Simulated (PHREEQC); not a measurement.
Make-up at 20 °C: 0.27 mol/kgw NaHF2. Closed to the air; pH follows from the charge balance.

The numbers come from PHREEQC with the ion-association model, phreeqc.dat.

| Quantity | Value |
|---|---|
| pH | 2.93 |
| ionic strength | 0.260 mol/kgw |
| activity of water | 0.988 |
| density | 1.011 g/cm³ |
| total alkalinity | -270 meq/kg |

```csv
species,molality,activity,log γ
Na+,0.259,0.191,-0.132
HF,0.169,0.180,0.026
F-,0.161,0.111,-0.163
HF2-,0.0991,0.0732,-0.131
NaF,0.0114,0.0121,0.026
H+,0.00150,0.00119,-0.103
```

This is a speciation only: nothing precipitates in the calculation. Complexes and solids missing from the database can't appear.
